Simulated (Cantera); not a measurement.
A freely propagating, adiabatic, planar premixed flame of 17.6 % H₂, 17.3 % O₂, 65.1 % N₂, unburnt at 625 K and 14000 Pa; mixture-averaged transport, grid criteria slope 0.08 and curve 0.16, no radiation.

Model: the H2/O2 subset of GRI-Mech 3.0, which has no nitrogen chemistry, integrated in Cantera. Burning velocities carry a grid error of a few per cent, more on coarse grids. Lean hydrogen flames are cellular in practice and burn faster than this planar one.

Question: Predict: laminar burning velocity; thermal thickness; peak x(HO₂); peak x(OH); peak x(H).

Answer: 
| Item | Result |
|---|---|
| laminar burning velocity | 417 cm/s |
| thermal thickness | 5.86 mm |
| peak x(HO₂) | 5.27e-5 |
| peak x(OH) | 0.00993 |
| peak x(H) | 0.0354 |
